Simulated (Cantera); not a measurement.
An adiabatic, constant-volume homogeneous reactor starts with 2.70 % CH₄, 0.157 % CO, 16.6 % O₂, 62.4 % N₂, 18.1 % H₂O, equivalence ratio 0.33, at 1275 K and 17300 Torr.

Detailed kinetics in Cantera: GRI-Mech 3.0 (53 species, 325 reactions). The pressure lies above the range GRI-Mech 3.0 was tuned for (to about 10 atm).

One state of this run: T (K) = 1988; P (bar) = 35.8; x CH₄ = <1e-12; x CO = 1.72e-5; x O₂ = 0.111; x C₂H₄ = <1e-12; x H₂O = 0.235; x H₂O₂ = 8.35e-7; x HCN = <1e-12. x: mole fraction; the columns are a selection and need not sum to one.

**Question.** Which value of t (s) does it belong to?
A. 0.00519
B. 0.000265
C. 3.64e-5
D. 0.000714

**Answer.** A, 0.00519
